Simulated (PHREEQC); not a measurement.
0.066 g of hydrous ferric oxide (600 m²/g; 0.2 weak and 0.005 strong sites per Fe, Dzombak-Morel constants, diffuse double layer) in 1 kg of water with 0.1 mol/kgw of an inert sodium salt and 7.9e-06 mol Ag2SO4 and 0.00017 mol CuCl2, at 25 °C; the pH is set by adding NaOH or the inert anion's acid. Oxygen alone is held at its pressure in air (log pO2 = -0.68). The system is closed to CO2. Precipitation was switched off in this run.

Equilibrium calculation in PHREEQC: ion-association model, wateq4f.dat.

```
pH   S sorbed (%)  Ag sorbed (%)  Cu sorbed (%)  surface charge σ (C/m²)  surface potential ψ (mV)
---  ------------  -------------  -------------  -----------------------  ------------------------
3            92.8            0.0            0.0                    0.329                       147
4            90.3            0.0            ___                    0.292                       142
4.5          85.0            0.0            2.3                    0.251                       134
5            73.2            0.0            8.1                    0.206                       124
6            52.3            0.0           46.5                    0.183                       118
7            29.3            0.1           61.8                    0.187                       119
7.5          10.9            0.2           57.8                    0.145                       ___
8             ___            0.8           51.7                    0.095                        85
9             0.0            7.0           43.4                    0.027                        34
```

Problem. Some entries are withheld; supply them.

Solution. 
- 4, Cu sorbed (%): 0.5
- 7.5, surface potential ψ (mV): 106
- 8, S sorbed (%): 2.2

Along this series the solution becomes supersaturated in solids that the run did not let form, among them Cu(OH)2, Brochantite, Atacamite, Cerargyrite. The database's constant for dissolved Cu(OH)2 is higher than later reviews accept. The oxide is taken as insoluble; below pH 4 it would dissolve.
